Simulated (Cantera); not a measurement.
Feed: 1 mol CH₃F, 0.057 mol HCl, 0.065 mol H₂, held at 3348.15 K and 10000 Pa.

Cantera equilibrium calculation (NASA polynomials, part measured and part estimated; ideal gas, pure solids and liquids). Candidate condensed phases: C, C₆H₆, C₇H₈, C₈H₁₈; 118 gas species. The numbers say what is thermodynamically allowed, not how fast it happens.

Base state: H 0.434, HF 0.301, H₂ 0.111, C₃ 0.0692, C₂H 0.0155, C₂H₂ (acetylene) 0.0147, Cl 0.0130, F 0.0128 (mole fractions); condensed: gas only.

Q: What changes in the equilibrium state with this change: CH₃F replaced by CH₃Cl?

A: 
```
species            before    after
----------------  -------  -------
H                   0.434    0.473
Cl                 0.0130    0.203
H₂                  0.111    0.132
HF                  0.301        0
HCl               0.00498   0.0846
F                  0.0128        0
C₃                 0.0692   0.0575
C₂H₂ (acetylene)   0.0147   0.0155
C₂H                0.0155   0.0149
CF                0.00263        0
C₂HF              5.70e-5        0
CF₂               1.99e-5        0
Cl₂               6.35e-8  1.54e-5
```
The tables' values for CCl are old estimates; treat these amounts as uncertain.

Q: What changes in the equilibrium state with this change: pressure from 10000 Pa to 140 Pa?

A: 
```
species             before     after
----------------  --------  --------
H                    0.434     0.618
F                   0.0128     0.145
C                  0.00916     0.109
HF                   0.301    0.0676
C₂H₂ (acetylene)    0.0147   1.17e-5
H₂                   0.111   0.00315
C₂H                 0.0155  0.000615
C₃                  0.0692    0.0231
C₂                 0.00807    0.0161
Cl                  0.0130    0.0123
C₆H₂               4.88e-5     <1e-9
C₄H₂              0.000820   1.82e-8
```
